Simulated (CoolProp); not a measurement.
Vapour-liquid equilibrium of cyclohexane (1) + n-heptane (2) at 415.2 K; x and y are mole fractions of (1).

The numbers come from the multi-fluid Helmholtz-energy mixture model, Zhou 2014 and Span 2003; pair parameters Bell 2016 in CoolProp.

```json
[
 {"x": "0.05", "bubble pressure, mixture model (MPa)": "0.3210", "bubble pressure, Raoult's law (MPa)": "0.3208", "y, mixture model": "0.071", "y, Raoult's law": "0.073"},
 {"x": "0.2", "bubble pressure, mixture model (MPa)": "0.3453", "bubble pressure, Raoult's law (MPa)": "0.3444", "y, mixture model": "0.265", "y, Raoult's law": "0.273"},
 {"x": "0.35", "bubble pressure, mixture model (MPa)": "0.3696", "bubble pressure, Raoult's law (MPa)": "0.3679", "y, mixture model": "0.437", "y, Raoult's law": "0.447"},
 {"x": "0.5", "bubble pressure, mixture model (MPa)": "0.3936", "bubble pressure, Raoult's law (MPa)": "0.3915", "y, mixture model": "0.589", "y, Raoult's law": "0.600"},
 {"x": "0.65", "bubble pressure, mixture model (MPa)": "0.4171", "bubble pressure, Raoult's law (MPa)": "0.4151", "y, mixture model": "0.725", "y, Raoult's law": "0.736"},
 {"x": "0.8", "bubble pressure, mixture model (MPa)": "0.4401", "bubble pressure, Raoult's law (MPa)": "0.4387", "y, mixture model": "0.849", "y, Raoult's law": "0.857"},
 {"x": "0.95", "bubble pressure, mixture model (MPa)": "0.4627", "bubble pressure, Raoult's law (MPa)": "0.4622", "y, mixture model": "0.963", "y, Raoult's law": "0.966"}
]
```

The largest gap from Raoult's law is +0.5 % in bubble pressure, at x = 0.5. No azeotrope shows between x = 0.05 and 0.95.

Pair parameters are fitted to limited data, so mixtures are less certain than the pure fluids.
